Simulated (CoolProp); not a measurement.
Vapour-liquid equilibrium of R125 (1) + R115 (2) at 291.4 K; x and y are mole fractions of (1).

The numbers come from the multi-fluid Helmholtz-energy mixture model, Lemmon 2005 and Lemmon 2016; pair parameters Bell 2016 in CoolProp.

```
x      bubble pressure, mixture model (MPa)  bubble pressure, Raoult's law (MPa)  y, mixture model  y, Raoult's law
-----  ------------------------------------  -----------------------------------  ----------------  ---------------
0.05                                 0.8031                               0.7737             0.095            0.074
0.125                                0.8680                               0.8033             0.210            0.179
0.2                                  0.9238                               0.8329             0.304            0.276
0.275                                0.9719                               0.8625             0.384            0.366
0.35                                  1.013                               0.8922             0.455            0.451
0.425                                   ___                               0.9218             0.519            0.530
0.5                                   1.079                               0.9514             0.579            0.604
0.575                                 1.104                               0.9810             0.636            0.673
0.65                                  1.125                                1.011             0.693            0.739
0.725                                 1.140                                1.040             0.752            0.801
0.8                                   1.151                                1.070               ___            0.859
0.875                                 1.156                                1.099             0.877            0.914
0.95                                    ___                                1.129             0.948            0.967
```

Problem. What belongs in the gaps?

Solution. 
- 0.425, bubble pressure, mixture model (MPa): 1.049
- 0.8, y, mixture model: 0.812
- 0.95, bubble pressure, mixture model (MPa): 1.154

The largest gap from Raoult's law is +13.8 % in bubble pressure, at x = 0.425. y crosses x between x = 0.875 and 0.95: the model has an azeotrope there.

The pair parameters rest on a limited set of measurements; away from them the model extrapolates.
